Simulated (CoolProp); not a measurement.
Vapour pressure (MPa) of R1132(E): the reference equation beside estimates from Tc = 348.8 K, pc = 5.174 MPa, ω = 0.245.

Values from CoolProp's reference Helmholtz-energy equation of state, Akasaka 2024.

```tsv
T (K)	reference	Lee-Kesler	van der Waals	Redlich-Kwong	Soave-Redlich-Kwong	Peng-Robinson
278.5	0.9607	0.9632	1.965	1.254	0.9677	0.9556
284	1.128	1.131	2.150	1.440	1.138	1.123
289.6	1.320	1.322	2.349	1.647	1.333	1.315
295.1	1.530	1.532	2.556	1.869	1.547	1.527
300.6	1.765	1.766	2.773	2.111	1.786	1.763
306.2	2.030	2.031	3.006	2.378	2.055	2.030
311.7	2.318	2.318	3.246	2.661	2.348	2.321
317.3	2.642	2.641	3.503	2.972	2.676	2.648
```

Absolute difference from the reference over all 8 rows, mean and median: Lee-Kesler 0.1 and 0.1 %, van der Waals 64.7 and 62.1 %, Redlich-Kwong 21.1 and 20.9 %, Soave-Redlich-Kwong 1.1 and 1.2 %, Peng-Robinson 0.3 and 0.2 %.
